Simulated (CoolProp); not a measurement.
c-C4F8 (RC318) at several states: fugacity coefficient from the reference equation and from simpler models built on Tc = 115.2 °C, pc = 2778 kPa, ω = 0.355; each cubic takes its own stable root.

The numbers come from the reference Helmholtz-energy equation of state, Platzer 1990 in CoolProp. This equation is an older, rougher fit.

```csv
T (°C),p (kPa),phase,reference
75.75,184,gas,0.9687
137.45,1470,gas,0.8594
126.05,20.1,gas,0.9978
163.35,42.3,gas,0.9967
```

Problem. How far does each simpler model (van der Waals, Redlich-Kwong, Soave-Redlich-Kwong) lie from the reference over these 4 states: mean and median of the absolute difference, and the worst?

Solution. 
- van der Waals: mean 0.3 %, median 0.3 %, worst +0.6 % at 75.75 °C and 184 kPa
- Redlich-Kwong: mean 0.3 %, median 0.1 %, worst -1.0 % at 137.45 °C and 1470 kPa
- Soave-Redlich-Kwong: mean 0.1 %, median 0.1 %, worst -0.3 % at 137.45 °C and 1470 kPa
